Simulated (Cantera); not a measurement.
**SiF₄ + O₂ + N₂ (silicon oxide and oxynitride deposition)**

Charge: 1 mol SiF₄, 0.22 mol O₂, a varied amount of N₂, at 1602 °C and 12.0 Pa.

Method: chemical equilibrium by Gibbs-energy minimisation in Cantera with the NASA 1993 tables (ideal gas, pure condensed phases). Candidate condensed phases: Si, SiO₂, Si₂N₂O, Si₃N₄; 28 gas species. The tables' values for SiF₃, SiO₂ are old estimates; treat these amounts as uncertain. The numbers say what is thermodynamically allowed, not how fast it happens.

From 5.2 mol N₂ to 200 mol N₂ nothing is condensed. The main Si-bearing gas is SiF₄ throughout.

| n(N₂) (mol) | log p N₂ | log p SiF₄ | log p O₂ | log p O | log p F |
|---|---|---|---|---|---|
| 5.2 | -4.01 | -4.73 | -5.43 | -6.33 | -6.54 |
| 7.5 | -3.99 | -4.87 | -5.57 | -6.40 | -6.59 |
| 11 | -3.97 | -5.02 | -5.73 | -6.48 | -6.64 |
| 16 | -3.95 | -5.17 | -5.89 | -6.56 | -6.70 |
| 22 | -3.95 | -5.30 | -6.03 | -6.63 | -6.74 |
| 32 | -3.94 | -5.45 | -6.20 | -6.72 | -6.80 |
| 46 | -3.93 | -5.61 | -6.37 | -6.81 | -6.85 |
| 66 | -3.93 | -5.76 | -6.55 | -6.90 | -6.91 |
| 95 | -3.93 | -5.92 | -6.74 | -6.99 | -6.96 |
| 140 | -3.93 | -6.09 | -6.95 | -7.09 | -7.02 |
| 200 | -3.92 | -6.25 | -7.15 | -7.19 | -7.07 |
log p: log10 of the partial pressure in bar; nothing condenses.
